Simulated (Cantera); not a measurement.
## Gas-phase reforming

An isothermal, constant-pressure homogeneous reactor starts with CH4 : H2O : H2 = 1 : 2.6 : 0.08 (molar parts), at 1900 K and 1200000 Pa.

Model: GRI-Mech 3.0 (53 species, 325 reactions), integrated in Cantera. The pressure lies above the range GRI-Mech 3.0 was tuned for (to about 10 atm).

| t (s) | x CH4 | x H2O | x H2 | x CO2 | x C2H2 | x H2O2 |
|---|---|---|---|---|---|---|
| 1.00e-5 | 0.250 | 0.700 | 0.0384 | 5.61e-7 | 0.000818 | 4.49e-10 |
| 3.03e-5 | 0.211 | 0.679 | 0.0826 | 1.79e-5 | 0.0105 | 3.99e-10 |
| 9.20e-5 | 0.150 | 0.637 | 0.161 | 0.000174 | 0.0378 | 2.78e-10 |
| 0.000279 | 0.0897 | 0.589 | 0.244 | 0.00111 | 0.0608 | 2.03e-10 |
| 0.000847 | 0.0485 | 0.535 | 0.317 | 0.00508 | 0.0670 | 1.51e-10 |
| 0.00257 | 0.0326 | 0.463 | 0.385 | 0.0129 | 0.0522 | 9.79e-11 |
| 0.00779 | 0.0247 | 0.375 | 0.458 | 0.0183 | 0.0263 | 5.31e-11 |
| 0.0236 | 0.0133 | 0.301 | 0.522 | 0.0188 | 0.00632 | 2.98e-11 |
| 0.0717 | 0.00262 | 0.268 | 0.555 | 0.0180 | 0.000225 | 2.21e-11 |
| 0.217 | 2.22e-5 | 0.264 | 0.560 | 0.0177 | 1.68e-8 | 2.14e-11 |
| 0.659 | 1.37e-6 | 0.264 | 0.560 | 0.0177 | 9.47e-11 | 2.14e-11 |
| 2.00 | 1.37e-6 | 0.264 | 0.560 | 0.0177 | 9.47e-11 | 2.14e-11 |
x: mole fraction; the columns are a selection and need not sum to one.

Equilibrium at this temperature and pressure: CH4 1.49e-6, H2O 0.264, H2 0.560, CO2 0.0177, C2H2 1.08e-10, H2O2 2.14e-11 (gas phase only).
